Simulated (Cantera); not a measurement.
A perfectly stirred reactor is fed with H₂ : O₂ = 0.042 : 1 (molar parts), equivalence ratio 0.021, at 0.00582 atm; it is held at 1125 K, and followed from long to short residence time.

Computed with Cantera and the H2/O2 subset of GRI-Mech 3.0, which has no nitrogen chemistry. Radical loss at walls, strong at low pressure, is not modelled. The temperature is held fixed by assumption; the heat of reaction is taken as removed at once.

Question: What does this change do: temperature 1125 to 950 K?

Answer: 
| quantity | before | after |
|---|---|---|
| x(H₂) at τ = 7.10 s | 9.15e-5 | 0.000232 |
| x(O₂) at τ = 7.10 s | 0.957 | 0.958 |
| x(H) at τ = 7.10 s | 0.000129 | 7.97e-5 |
| x(O) at τ = 7.10 s | 0.00195 | 0.000851 |
| x(H₂O) at τ = 7.10 s | 0.0406 | 0.0407 |
| x(H₂) at τ = 0.110 s | 0.000995 | 0.00250 |
| x(O₂) at τ = 0.110 s | 0.940 | 0.950 |
| x(H) at τ = 0.110 s | 0.00369 | 0.00340 |
| x(O) at τ = 0.110 s | 0.0165 | 0.00733 |
| x(H₂O) at τ = 0.110 s | 0.0368 | 0.0361 |
